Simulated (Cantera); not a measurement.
What does this Cantera script print?

```python
import numpy as np
import cantera as ct

gas_names = """
    B BH BH2 BH3 BO BO2 B2 B2O B2O2 B2O3 B3O3H3 H HBO HBO2 HO2 H2 H2O H2O2 H3B3O6 O OH O2 O3
""".split()
cond_names = """
    B(b) B(L) B2O3(L) B3O3H3(cr) H2O(s) H2O(L)
""".split()


def load(file, names, dense=False):
    # The tables refer to 1 bar. Condensed volumes are neglected.
    table = {s.name: s for s in ct.Species.list_from_file(file)}
    out = []
    for n in names:
        d = dict(table[n].input_data)
        d["thermo"] = dict(d["thermo"], **{"reference-pressure": 1e5})
        if dense:
            d["equation-of-state"] = {"model": "constant-volume", "density": "1e6 g/cm^3"}
        out.append(ct.Species.from_dict(d))
    return out


gas = ct.Solution(thermo="ideal-gas", species=load("nasa_gas.yaml", gas_names))
cond = {s.name: ct.Solution(thermo="fixed-stoichiometry", species=[s], name=s.name)
        for s in load("nasa_condensed.yaml", cond_names, dense=True)}
atoms = {
    'B2H6': {'B': 2, 'H': 6},
    'H2O': {'H': 2, 'O': 1},
}
top_T = {}  # K; cautious upper limits of use, not melting points


def equilibrate(T, P, feed):
    n = {}
    for name, mol in feed.items():
        for a, k in atoms[name].items():
            n[a] = n.get(a, 0.0) + k * mol
    gas.TPX = T, P, n
    mass = sum(n.values()) * gas.mean_molecular_weight
    gas.equilibrate("TP")
    valid = [c for c in cond.values() if c.min_temp <= T <= top_T.get(c.name, c.max_temp)]
    mix = ct.Mixture([(gas, mass / gas.mean_molecular_weight)] + [(c, 0.0) for c in valid])
    mix.T, mix.P = T, P
    mix.equilibrate("TP", solver="vcs", rtol=1e-11, max_steps=5000)
    return mix


results = []
feed = {'B2H6': 1, 'H2O': 10}  # mol
P = 67000  # Pa
for T in [1548, 1648, 1748, 1848, 1948, 2048, 2148, 2248, 2348]:
    mix = equilibrate(T, P, feed)
    results.append((T, P, feed, dict(zip(mix.species_names, mix.species_moles))))

top = {s: max(r[3][s] / sum(r[3][g] for g in gas_names) for r in results) for s in gas_names}
cols = sorted((s for s in top if top[s] > 1e-05), key=lambda s: -top[s])[:6]
seen = [c for c in cond_names if any(r[3].get(c, 0) > 1e-12 for r in results)]
print("log10 of partial pressures in bar; condensed amounts in mol")
print(f"{'T/K':>10s}" + "".join(f"{s[:9]:>10s}" for s in cols + seen))
for T, P, feed, n in results:
    ng = sum(n[g] for g in gas_names)
    print(f"{T:10.4g}" + "".join(f"{np.log10(max(n[s] / ng * P / 1e5, 1e-99)):10.3f}" for s in cols)
          + "".join(f"{n.get(c, 0):10.4g}" for c in seen))
```

Output:

```
log10 of partial pressures in bar; condensed amounts in mol
       T/K       H2O        H2      HBO2         H      B2O3       HBO   B2O3(L)
      1548    -0.464    -0.517    -1.669    -4.770    -4.251    -4.859    0.7631
      1648    -0.488    -0.525    -1.345    -4.313    -3.473    -4.282    0.5203
      1748    -0.532    -0.540    -1.071    -3.911    -2.789    -3.770      0.07
      1848    -0.538    -0.543    -1.043    -3.547    -2.641    -3.551         0
      1948    -0.538    -0.543    -1.047    -3.218    -2.573    -3.388         0
      2048    -0.537    -0.544    -1.051    -2.922    -2.515    -3.243         0
      2148    -0.537    -0.545    -1.057    -2.653    -2.464    -3.113         0
      2248    -0.537    -0.548    -1.064    -2.408    -2.419    -2.997         0
      2348    -0.538    -0.551    -1.072    -2.184    -2.382    -2.893         0
```

Equilibrium computed with Cantera from the NASA thermochemical tables; the gas is ideal and each condensed phase is pure. The feed counts by its element totals alone. Gases not in the tables: H3BO3.
